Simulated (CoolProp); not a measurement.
Hexamethyldisiloxane (MM) along the isobar 2.25 MPa: density (kg/m³) from the reference equation and from simpler models built on Tc = 245.6 °C, pc = 1.931 MPa, ω = 0.418; each cubic takes its own stable root.

The numbers come from the reference Helmholtz-energy equation of state, Thol 2016 in CoolProp.

| T (°C) | phase | reference |
|---|---|---|
| -18.15 | liquid | 806.8 |
| 4.55 | liquid | 783.9 |
| 27.15 | liquid | 760.8 |
| 49.85 | liquid | 737.1 |
| 72.55 | liquid | 712.8 |
| 95.25 | liquid | 687.4 |
| 117.85 | liquid | 660.9 |
| 140.55 | liquid | 632.5 |
| 163.25 | liquid | 601.5 |
| 185.95 | liquid | 566.6 |
| 208.55 | liquid | 525.3 |
| 231.25 | liquid | 469.3 |
| 253.95 | supercritical | 312.0 |

How far does each simpler model (Redlich-Kwong, Soave-Redlich-Kwong, Peng-Robinson) lie from the reference over these 13 states: mean and median of the absolute difference, and the worst?


- Redlich-Kwong: mean 12.4 %, median 11.2 %, worst -18.3 % at 231.25 °C and 2.25 MPa
- Soave-Redlich-Kwong: mean 8.7 %, median 7.4 %, worst -16.8 % at 253.95 °C and 2.25 MPa
- Peng-Robinson: mean 5.0 %, median 5.2 %, worst -10.3 % at 253.95 °C and 2.25 MPa
